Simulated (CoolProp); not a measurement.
A closed Brayton cycle with carbon dioxide: compressor inlet 325.15 K and 9.4 MPa, high pressure 17.4 MPa, turbine inlet 990 K, compressor efficiency 0.85, turbine efficiency 0.9, recuperator effectiveness 0.8 (on enthalpy, no pinch check). Each further row changes one setting.

Model: reference Helmholtz-energy equation of state, Span 1996, in CoolProp.

```json
[
 {"case": "as stated", "thermal efficiency (%)": "25.4", "net work (kJ/kg)": "75.6", "compressor to turbine work": "0.25", "compressor exit (K)": "370.4", "turbine exit (K)": "905.8"},
 {"case": "turbine inlet 940 K", "thermal efficiency (%)": "(withheld)", "net work (kJ/kg)": "70.2", "compressor to turbine work": "(withheld)", "compressor exit (K)": "370.4", "turbine exit (K)": "858.7"},
 {"case": "compressor inlet 335.15 K", "thermal efficiency (%)": "(withheld)", "net work (kJ/kg)": "70.7", "compressor to turbine work": "0.30", "compressor exit (K)": "386.6", "turbine exit (K)": "905.8"},
 {"case": "high pressure 14.8 MPa", "thermal efficiency (%)": "(withheld)", "net work (kJ/kg)": "57.3", "compressor to turbine work": "(withheld)", "compressor exit (K)": "358.4", "turbine exit (K)": "(withheld)"},
 {"case": "recuperator effectiveness 0.5", "thermal efficiency (%)": "15.5", "net work (kJ/kg)": "75.6", "compressor to turbine work": "0.25", "compressor exit (K)": "370.4", "turbine exit (K)": "905.8"}
]
```

Problem. What belongs in the gaps?

Solution. 
- turbine inlet 940 K, thermal efficiency (%): 25.0
- turbine inlet 940 K, compressor to turbine work: 0.27
- compressor inlet 335.15 K, thermal efficiency (%): 25.2
- high pressure 14.8 MPa, thermal efficiency (%): 21.3
- high pressure 14.8 MPa, compressor to turbine work: 0.24
- high pressure 14.8 MPa, turbine exit (K): 927.5
